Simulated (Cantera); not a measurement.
A closed system holds: 1 mol CCl4, 0.015 mol F2, held at 0.0113 Torr.

These are equilibrium values from Cantera (NASA tables, ideal gas, pure condensed phases), not measurements of a reactor. Candidate condensed phases: C; 27 gas species. The numbers say what is thermodynamically allowed, not how fast it happens.

Q: At 2398 K, list the 5 most abundant gas species with their mole fractions, and the condensed phases.

A: Cl 0.983, F 0.00720, C3 0.00632, C 0.00257, C2 0.000571. Condensed: C(graphite).
